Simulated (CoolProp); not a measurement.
R21 along the isotherm 460.1 K: Z from the reference equation and from simpler models built on Tc = 452.7 K, pc = 5.289 MPa, ω = 0.206; each cubic takes its own stable root.

Model: reference Helmholtz-energy equation of state, Platzer 1990, in CoolProp. This equation is an older, rougher fit; its heat capacities, sound speeds and derivatives of the liquid may be far off and weren't checked against measurements.

| p (MPa) | phase | reference |
|---|---|---|
| 5.29 | supercritical | 0.4929 |
| 10.6 | supercritical | 0.3157 |
| 15.9 | supercritical | 0.4355 |
| 21.2 | supercritical | 0.5537 |
| 26.4 | supercritical | 0.6670 |
| 31.7 | supercritical | 0.7802 |
| 37 | supercritical | 0.8913 |
| 42.3 | supercritical | 1.001 |
| 47.6 | supercritical | 1.108 |
| 52.9 | supercritical | 1.215 |

How far does each simpler model (Redlich-Kwong, Soave-Redlich-Kwong, Peng-Robinson) lie from the reference over these 10 states: mean and median of the absolute difference, and the worst?


- Redlich-Kwong: mean 5.6 %, median 4.4 %, worst +13.3 % at 460.1 K and 10.6 MPa
- Soave-Redlich-Kwong: mean 6.1 %, median 5.5 %, worst +14.1 % at 460.1 K and 10.6 MPa
- Peng-Robinson: mean 4.7 %, median 5.1 %, worst -8.1 % at 460.1 K and 52.9 MPa
